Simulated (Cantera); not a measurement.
A perfectly stirred reactor is fed with 1.06 % CH₄, 2.41 % O₂, 96.5 % N₂, at 1500000 Pa; it is held at 1350 K, and followed from long to short residence time.

Detailed kinetics in Cantera: GRI-Mech 3.0 (53 species, 325 reactions). The pressure lies above the range GRI-Mech 3.0 was tuned for (to about 10 atm). The temperature is held fixed by assumption; the heat of reaction is taken as removed at once.

**Question.** Predict: x(CH₄) at τ = 1.70 s; x(O₂) at τ = 1.70 s; x(CH₂CO) at τ = 1.70 s; x(CH₄) at τ = 26.0 ms; x(O₂) at τ = 26.0 ms; x(CH₂) at τ = 26.0 ms; x(CH₂CO) at τ = 26.0 ms.

**Answer.** 
```json
{
  "x(CH₄) at τ = 1.70 s": "8.26e-6",
  "x(O₂) at τ = 1.70 s": "0.00295",
  "x(CH₂CO) at τ = 1.70 s": "5.24e-8",
  "x(CH₄) at τ = 26.0 ms": "0.000266",
  "x(O₂) at τ = 26.0 ms": "0.00460",
  "x(CH₂) at τ = 26.0 ms": "8.58e-9",
  "x(CH₂CO) at τ = 26.0 ms": "4.78e-6"
}
```
